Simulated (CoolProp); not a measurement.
Vapour-liquid equilibrium of carbon dioxide (1) + CH3F (R41) (2) at 252.7 K; x and y are mole fractions of (1).

Model: multi-fluid Helmholtz-energy mixture model, Span 1996 and Lemmon 2006; pair parameters Bell 2016, in CoolProp.

Problem. Give the bubble pressure and the first vapour's composition at x = 0.2, 0.575, 0.8. Is there an azeotrope?

Solution. x = 0.2: 1.273 MPa, y = 0.274; x = 0.575: 1.558 MPa, y = 0.671; x = 0.8: 1.751 MPa, y = 0.862. No azeotrope shows between x = 0.05 and 0.95.

The pair parameters rest on a limited set of measurements; away from them the model extrapolates.
